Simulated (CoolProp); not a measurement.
n-octane at several states: fugacity coefficient from the reference equation and from simpler models built on Tc = 295.6 °C, pc = 2.484 MPa, ω = 0.398; each cubic takes its own stable root.

Computed with CoolProp (reference Helmholtz-energy equation of state, Beckmüller 2019).

```json
[
 {"T (°C)": "240.15", "p (MPa)": "0.0226", "phase": "gas", "reference": "0.9953"},
 {"T (°C)": "193.35", "p (MPa)": "0.173", "phase": "gas", "reference": "0.9491"},
 {"T (°C)": "6.65", "p (MPa)": "4.9", "phase": "liquid", "reference": "0.0001749"},
 {"T (°C)": "29.45", "p (MPa)": "4.83", "phase": "liquid", "reference": "0.0006770"},
 {"T (°C)": "88.65", "p (MPa)": "0.0604", "phase": "liquid", "reference": "0.5166"},
 {"T (°C)": "234.15", "p (MPa)": "0.11", "phase": "gas", "reference": "0.9760"}
]
```

Question: How far does each simpler model (van der Waals, Redlich-Kwong, Soave-Redlich-Kwong, Peng-Robinson) lie from the reference over these 6 states: mean and median of the absolute difference, and the worst?

Answer: 
- van der Waals: mean 2945.1 %, median 45.7 %, worst +12472.9 % at 6.65 °C and 4.9 MPa
- Redlich-Kwong: mean 205.6 %, median 44.5 %, worst +679.9 % at 6.65 °C and 4.9 MPa
- Soave-Redlich-Kwong: mean 1.2 %, median 0.5 %, worst +3.3 % at 6.65 °C and 4.9 MPa
- Peng-Robinson: mean 3.1 %, median 0.7 %, worst +10.5 % at 6.65 °C and 4.9 MPa

At some of these states van der Waals, Redlich-Kwong gives the other phase, because its saturation line lies elsewhere.
